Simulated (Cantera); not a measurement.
Feed: 1 mol toluene, 2.4 mol H2, 26 mol N2, 0.55 mol O2, equilibrated at 8.10 mbar.

Method: chemical equilibrium by Gibbs-energy minimisation in Cantera with the NASA 1993 tables (ideal gas, pure condensed phases). Candidate condensed phases: C, C6H6, C7H8, C8H18, H2O; 136 gas species. Kinetics and transport are ignored. All values below are at 2825 K.

Base state: N2 0.664, H 0.212, H2 0.0456, CO 0.0289, HCN 0.0253, CN 0.0101, C3 0.00529, HNC 0.00411 (mole fractions); condensed: C(graphite).

Q: What changes in the equilibrium state with this change: pressure from 8.10 mbar to 0.133 bar?

A: 
```
species             before     after
----------------  --------  --------
N2                   0.664     0.717
H2                  0.0456     0.113
H                    0.212    0.0823
CN                  0.0101   0.00260
HCN                 0.0253    0.0414
CO                  0.0289    0.0314
C4                 1.05e-5   6.39e-7
C2                0.000519   3.15e-5
C                  0.00107   6.48e-5
C3                 0.00529  0.000321
C(graphite), mol      3.47      3.74
```
